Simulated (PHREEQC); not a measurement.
# Brine

Make-up at 25 °C: 0.22 mol CaCl2 and 0.0002 mol KCl per kg of water. Closed to the air; pH follows from the charge balance.

The numbers come from PHREEQC with the ion-association model, wateq4f.dat.

No solid was allowed to form.

Question: Predict the activity of water.

Answer: activity of water 0.989.

Complexes and solids missing from the database can't appear.
